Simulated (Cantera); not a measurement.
# Si + HCl + N2 (silicon etching in halogen gases)

Charge: 1 mol Si, 15 mol HCl, 0.45 mol N2, held at 13.3 mbar.

Cantera equilibrium calculation (NASA polynomials, part measured and part estimated; ideal gas, pure solids and liquids). Candidate condensed phases: NH4Cl, Si, Si3N4; 28 gas species. The tables' values for SiCl3 are old estimates; treat these amounts as uncertain. Equilibrium is a limit: real reactors are often held back by kinetics, nucleation or transport.

```csv
T (K),x HCl,x H2,x SiCl4,x N2,x SiCl3,x SiCl2,x SiHCl3
623,0.761,0.138,0.0692,0.0311,9.53e-11,<1e-12,5.82e-7
723,0.761,0.138,0.0692,0.0311,1.09e-8,<1e-12,3.76e-6
823,0.761,0.138,0.0692,0.0311,3.84e-7,1.92e-10,1.52e-5
923,0.761,0.138,0.0692,0.0311,6.20e-6,2.24e-8,4.48e-5
1023,0.761,0.138,0.0690,0.0311,5.74e-5,1.01e-6,0.000106
1123,0.762,0.138,0.0686,0.0311,0.000352,2.25e-5,0.000213
1223,0.763,0.137,0.0669,0.0311,0.00156,0.000290,0.000370
1323,0.768,0.132,0.0611,0.0310,0.00502,0.00226,0.000534
```
x: gas mole fraction; nothing condenses.

From 623 K to 1323 K nothing is condensed. The main Si-bearing gas is SiCl4 throughout.
